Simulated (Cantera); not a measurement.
## Thermodynamics of silicon etching in halogen gases, feed Si + NF3

A closed system holds: 1 mol Si, 1.8 mol NF3, at 923 K and 218 Torr.

Equilibrium computed with Cantera from the NASA thermochemical tables; the gas is ideal and each condensed phase is pure. Candidate condensed phases: Si, Si3N4; 16 gas species. The numbers say what is thermodynamically allowed, not how fast it happens.

The x(SiF4) comes out as 0.387 and the x(N2) comes out as 0.336. The x(F2) comes out as 0.215 and the x(F) is 0.0370. The x(NF3) is 0.0250 and the x(NF2) comes out as 1.94e-6. The gas amount comes out as 2.583 mol and the log10 activity of Si(s) (absent) comes out as -82.44.
